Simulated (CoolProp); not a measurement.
Values from CoolProp's reference Helmholtz-energy equation of state, Thol 2019.

**Question.** For decamethylcyclopentasiloxane (D5), give the phase and the density (kg/m³), speed of sound (m/s), fugacity coefficient at 620 K and 0.0791 MPa.

**Answer.** 
- 620 K and 0.0791 MPa: gas; density 5.84, speed of sound 116, fugacity coefficient 0.974
